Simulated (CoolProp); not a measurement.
Values from CoolProp's reference Helmholtz-energy equation of state, Akasaka 2015.

Q: For R245fa, give the phase and the density (kg/m³), isothermal compressibility (1/MPa) at 440 K and 1.01 MPa; 440 K and 4.06 MPa; 440 K and 8.11 MPa.

A: 
- 440 K and 1.01 MPa: gas; density 40.6, isothermal compressibility 1.09
- 440 K and 4.06 MPa: supercritical; density 311, isothermal compressibility 0.831
- 440 K and 8.11 MPa: supercritical; density 875, isothermal compressibility 0.0330
